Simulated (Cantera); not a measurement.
A perfectly stirred reactor is fed with CH4 : C2H6 : C3H8 : O2 : N2 : CO2 = 1 : 0.15 : 0.26 : 4.55 : 15.9 : 1.3 (molar parts), equivalence ratio 0.84, at 5.00 bar; it is adiabatic with a 748 K inlet, and is followed from long to short residence time, starting on the burning branch (τ in s: 0.038, 0.018, 0.0083, 0.0039, 0.0018, 0.00085, 0.00039, 0.00018, 8.6e-05, 4e-05).

Cantera simulation using GRI-Mech 3.0 (53 species, 325 reactions); the numbers are that mechanism's predictions, not measurements.

Question: What does this change do: pressure from 5.00 bar to 0.210 bar?

Answer: 
```
quantity                                                                          before                                after
------------------------------------------------  --------------------------------------  -----------------------------------
blow-out, bracketed by the residence times tried  burning at 40.0 µs, the shortest tried  burning at 0.180 ms, out at 86.0 µs
x(CH4) at τ = 38.0 ms                                                            8.34e-7                              5.81e-6
x(C2H6) at τ = 38.0 ms                                                           1.52e-8                              1.72e-7
x(C3H8) at τ = 38.0 ms                                                           3.26e-8                              2.87e-7
x(HCO) at τ = 38.0 ms                                                            1.05e-8                              2.45e-7
x(H) at τ = 38.0 ms                                                             0.000163                              0.00252
x(CH4) at τ = 0.850 ms                                                           2.35e-5                             0.000171
x(C2H6) at τ = 0.850 ms                                                          6.03e-7                              6.48e-6
x(C3H8) at τ = 0.850 ms                                                          1.16e-6                              9.11e-6
x(HCO) at τ = 0.850 ms                                                           4.53e-7                              9.90e-6
x(H) at τ = 0.850 ms                                                            0.000492                               0.0102
```

Question: What does this change do: 0.35 parts H2 added?

Answer: 
| quantity | before | after |
|---|---|---|
| blow-out, bracketed by the residence times tried | burning at 40.0 µs, the shortest tried | burning at 40.0 µs, the shortest tried |
| x(CH4) at τ = 38.0 ms | 8.34e-7 | 7.00e-7 |
| x(C2H6) at τ = 38.0 ms | 1.52e-8 | 1.21e-8 |
| x(C3H8) at τ = 38.0 ms | 3.26e-8 | 2.67e-8 |
| x(HCO) at τ = 38.0 ms | 1.05e-8 | 1.12e-8 |
| x(H) at τ = 38.0 ms | 0.000163 | 0.000254 |
| x(CH4) at τ = 0.850 ms | 2.35e-5 | 2.07e-5 |
| x(C2H6) at τ = 0.850 ms | 6.03e-7 | 4.99e-7 |
| x(C3H8) at τ = 0.850 ms | 1.16e-6 | 9.76e-7 |
| x(HCO) at τ = 0.850 ms | 4.53e-7 | 4.46e-7 |
| x(H) at τ = 0.850 ms | 0.000492 | 0.000643 |
